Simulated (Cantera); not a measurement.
Source: NASA polynomial tables (part measured, part estimated), evaluated in Cantera. Values are per mole of reaction as written; species without (g) are pure solids or liquids, kept so even where they would boil at 1 bar.

2 H2O(g) + Sr = Sr(OH)2 + H2(g)

| T (K) | ΔH° (kJ) | ΔS° (J/K) | ΔG° (kJ) | log10 K |
|---|---|---|---|---|
| 1448 | -410.1 | -113.1 | -246.3 | 8.89 |
| 1473 | (withheld) | (withheld) | (withheld) | (withheld) |
| 1498 | (withheld) | (withheld) | (withheld) | (withheld) |
| 1523 | -405.7 | -110.1 | -238.0 | 8.16 |
| 1548 | -404.2 | -109.2 | -235.2 | 7.94 |
| 1573 | (withheld) | (withheld) | (withheld) | (withheld) |
| 1598 | -401.3 | -107.3 | -229.8 | 7.51 |
| 1623 | -399.9 | -106.5 | -227.2 | 7.31 |
| 1648 | -398.5 | -105.6 | -224.5 | 7.12 |
| 1673 | (withheld) | (withheld) | (withheld) | (withheld) |

Problem. Complete the blanks.

Solution. 
- 1473, ΔH° (kJ): -408.6
- 1473, ΔS° (J/K): -112.0
- 1473, ΔG° (kJ): -243.5
- 1473, log10 K: 8.64
- 1498, ΔH° (kJ): -407.1
- 1498, ΔS° (J/K): -111.1
- 1498, ΔG° (kJ): -240.7
- 1498, log10 K: 8.39
- 1573, ΔH° (kJ): -402.8
- 1573, ΔS° (J/K): -108.2
- 1573, ΔG° (kJ): -232.5
- 1573, log10 K: 7.72
- 1673, ΔH° (kJ): -397.1
- 1673, ΔS° (J/K): -104.8
- 1673, ΔG° (kJ): -221.9
- 1673, log10 K: 6.93
